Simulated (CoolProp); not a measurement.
Values from CoolProp's reference Helmholtz-energy equation of state, Lemmon 2006. It is a short technical equation, of lower accuracy than the large ones.

Give the vapour pressure (MPa), liquid density (kg/m³), liquid cp (kJ/(kg K)), vapour Z of saturated acetone at 35.05 °C.


```tsv
T (°C)	p (MPa)	liquid density (kg/m³)	liquid cp (kJ/(kg K))	vapour Z
35.05	0.0466	773	2.17	0.967
```
